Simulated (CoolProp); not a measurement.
The numbers come from the reference Helmholtz-energy equation of state, Lemmon 2006 in CoolProp. It is a short technical equation, of lower accuracy than the large ones.

Problem. Give the vapour pressure (MPa), enthalpy of vaporisation (kJ/kg), vapour Z, surface tension (mN/m) of saturated isohexane at 397.7 K.

Solution. 
```csv
T (K),p (MPa),enthalpy of vaporisation (kJ/kg),vapour Z,surface tension (mN/m)
397.7,0.542,268,0.845,7.39
```

Surface tension comes from a separate correlation (Mulero 2012).
